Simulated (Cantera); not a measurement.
Feed: 1 mol CH₃OH, 5 mol CO₂, 23 mol N₂, held at 1.00 Torr.

These are equilibrium values from Cantera (NASA tables, ideal gas, pure condensed phases), not measurements of a reactor. Candidate condensed phases: C, C₆H₆, C₇H₈, C₈H₁₈, H₂O; 136 gas species. Rates play no part. All values below are at 2600 K.

Base state: N₂ 0.633, CO 0.155, H 0.0831, O 0.0783, O₂ 0.0151, CO₂ 0.0113, OH 0.00909, NO 0.00653 (mole fractions); condensed: gas only.

Q: What changes in the equilibrium state with this change: pressure from 1.00 Torr to 100 Torr?

A: 
```json
[
 {"species": "N₂", "before": "0.633", "after": "0.716"},
 {"species": "CO", "before": "0.155", "after": "0.116"},
 {"species": "CO₂", "before": "0.0113", "after": "0.0713"},
 {"species": "H", "before": "0.0831", "after": "0.0108"},
 {"species": "O", "before": "0.0783", "after": "0.00656"},
 {"species": "H₂O", "before": "0.00296", "after": "0.0417"},
 {"species": "H₂", "before": "0.00625", "after": "0.0105"},
 {"species": "O₂", "before": "0.0151", "after": "0.0106"},
 {"species": "N", "before": "1.55e-5", "after": "1.65e-6"},
 {"species": "NO", "before": "0.00653", "after": "0.00582"},
 {"species": "OH", "before": "0.00909", "after": "0.00989"}
]
```
